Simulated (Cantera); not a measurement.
A perfectly stirred reactor is fed with CH₄ : C₂H₆ : O₂ : N₂ = 1 : 0.059 : 1.58 : 5.93 (molar parts), equivalence ratio 1.4, at 1000000 Pa; it is adiabatic with a 675 K inlet, and is followed from long to short residence time, starting on the burning branch (τ in s: 0.028, 0.014, 0.0068, 0.0034, 0.0017, 0.00085, 0.00042, 0.00021, 0.0001, 5.2e-05, 2.6e-05, 1.3e-05).

Model: GRI-Mech 3.0 (53 species, 325 reactions), integrated in Cantera.

### Question
What does this change do: pressure from 1000000 Pa to 500000 Pa?

### Answer
```
quantity                                                                      before                                after
------------------------------------------------  ----------------------------------  -----------------------------------
blow-out, bracketed by the residence times tried  burning at 52.0 µs, out at 26.0 µs  burning at 0.100 ms, out at 52.0 µs
x(CH₄) at τ = 28.0 ms                                                       0.000101                              8.29e-5
x(C₂H₆) at τ = 28.0 ms                                                       3.08e-8                              4.13e-8
x(O₂) at τ = 28.0 ms                                                         4.70e-5                              6.78e-5
x(CO₂) at τ = 28.0 ms                                                         0.0434                               0.0434
x(C₂H₂) at τ = 28.0 ms                                                       6.26e-6                              5.82e-6
x(CH₄) at τ = 0.420 ms                                                       0.00196                              0.00125
x(C₂H₆) at τ = 0.420 ms                                                      4.12e-6                              3.53e-6
x(O₂) at τ = 0.420 ms                                                        0.00199                              0.00222
x(CO₂) at τ = 0.420 ms                                                        0.0433                               0.0422
x(C₂H₂) at τ = 0.420 ms                                                     0.000783                             0.000442
```
